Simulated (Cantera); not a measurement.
Input: 1 mol Si, 5.6 mol Cl2, equilibrated at 1273 K and 0.000580 bar.

Method: chemical equilibrium by Gibbs-energy minimisation in Cantera with the NASA 1993 tables (ideal gas, pure condensed phases). Candidate condensed phases: Si; 9 gas species. Rates play no part.

Base state: Cl2 0.523, Cl 0.291, SiCl4 0.186 (mole fractions); condensed: gas only.

### Question
What changes in the equilibrium state with this change: temperature from 1273 K to 725 K?

### Answer
| species | before | after |
|---|---|---|
| Cl2 | 0.523 | 0.783 |
| SiCl4 | 0.186 | 0.217 |
| Cl | 0.291 | 5.04e-5 |

### Question
What changes in the equilibrium state with this change: temperature from 1273 K to 748 K?

### Answer
```tsv
species	before	after
Cl2	0.523	0.783
SiCl4	0.186	0.217
Cl	0.291	9.45e-5
```

### Question
What changes in the equilibrium state with this change: temperature from 1273 K to 923 K?

### Answer
```csv
species,before,after
Cl2,0.523,0.779
SiCl4,0.186,0.217
Cl,0.291,0.00409
```
